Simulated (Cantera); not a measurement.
## Thermodynamics of carbon deposition, reforming and gasification, feed C2H4 + H2O + N2

Charge: 1 mol C2H4, a varied amount of H2O, 1.5 mol N2, equilibrated at 825 K and 10.0 mbar.

Method: chemical equilibrium by Gibbs-energy minimisation in Cantera with the NASA 1993 tables (ideal gas, pure condensed phases). Candidate condensed phases: C, C6H6, C7H8, C8H18, H2O; 136 gas species. Equilibrium is a limit: real reactors are often held back by kinetics, nucleation or transport.

| n(H2O) (mol) | log p H2 | log p N2 | log p CO | log p CO2 | log p H2O | log p CH4 | log p NH3 | n C(graphite) |
|---|---|---|---|---|---|---|---|---|
| 0.61 | -2.26 | -2.49 | -2.95 | -4.25 | -4.11 | -4.56 | -7.27 | 1.44 |
| 0.75 | -2.26 | -2.51 | -2.89 | -4.13 | -4.05 | -4.57 | -7.28 | 1.32 |
| 0.93 | -2.26 | -2.54 | -2.83 | -4.01 | -3.99 | -4.57 | -7.30 | 1.16 |
| 1.2 | -2.27 | -2.58 | -2.77 | -3.88 | -3.93 | -4.58 | -7.32 | 0.927 |
| 1.4 | -2.27 | -2.61 | -2.73 | -3.81 | -3.90 | -4.58 | -7.34 | 0.756 |
| 1.8 | -2.27 | -2.66 | -2.68 | -3.71 | -3.85 | -4.59 | -7.37 | 0.414 |
| 2.2 | -2.27 | -2.70 | -2.64 | -3.63 | -3.81 | -4.59 | -7.39 | 0.0743 |
| 2.7 | -2.27 | -2.74 | -2.71 | -3.31 | -3.42 | -5.04 | -7.41 | 0 |
| 3.3 | -2.28 | -2.77 | -2.82 | -3.12 | -3.14 | -5.45 | -7.43 | 0 |
log p: log10 of the partial pressure in bar; n: condensed amount in mol.

From 0.61 mol H2O to 2.2 mol H2O the condensed part is C(graphite). From 2.7 mol H2O to 3.3 mol H2O nothing is condensed. The main C-bearing gas is CO throughout.
